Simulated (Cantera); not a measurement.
Charge: 1 mol Si3N4, 1.8 mol NF3, 12 mol H2, 10 mol O2, equilibrated at 1.00 Torr.

Method: chemical equilibrium by Gibbs-energy minimisation in Cantera with the NASA 1993 tables (ideal gas, pure condensed phases). Candidate condensed phases: H2O, Si, SiO2, Si2N2O, Si3N4; 58 gas species. The tables hold silica as quartz up to 1696 K and as liquid above; real silica turns to tridymite and cristobalite and melts near 1996 K. Rates play no part.

Problem. At 1300 K, list the 5 most abundant gas species with their mole fractions, and the condensed phases.

Solution. H2O 0.466, HF 0.271, N2 0.145, O2 0.118, NO 0.000127. Condensed: SiO2(β-quartz).
